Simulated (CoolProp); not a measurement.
Vapour-liquid equilibrium of acetone (1) + n-heptane (2) at 0.0165 MPa; x and y are mole fractions of (1).

Computed with CoolProp (multi-fluid Helmholtz-energy mixture model, Lemmon 2006 and Span 2003; pair parameters Bell 2016).

| x | bubble temperature, mixture model (K) | bubble temperature, Raoult's law (K) | y, mixture model | y, Raoult's law |
|---|---|---|---|---|
| 0.05 | 304.6 | 316.1 | 0.514 | 0.192 |
| 0.15 | 291.6 | 309.8 | 0.764 | 0.452 |
| 0.25 | 287.1 | 304.8 | 0.826 | 0.617 |
| 0.35 | 285.4 | 300.7 | 0.847 | 0.728 |
| 0.45 | 284.9 | 297.2 | 0.854 | 0.806 |
| 0.55 | 284.8 | 294.3 | 0.855 | 0.864 |
| 0.65 | 284.7 | 291.6 | 0.857 | 0.907 |
| 0.75 | 284.5 | 289.3 | 0.864 | 0.942 |
| 0.85 | 284.3 | 287.2 | 0.885 | 0.969 |
| 0.95 | 284.2 | 285.4 | 0.942 | 0.991 |

The largest gap from Raoult's law is -18.2 K in bubble temperature, at x = 0.15. y crosses x between x = 0.85 and 0.95: the model has an azeotrope there.

Pair parameters are fitted to limited data, so mixtures are less certain than the pure fluids. With so large a gap from Raoult's law the liquid may split in two, which this calculation doesn't test in full.
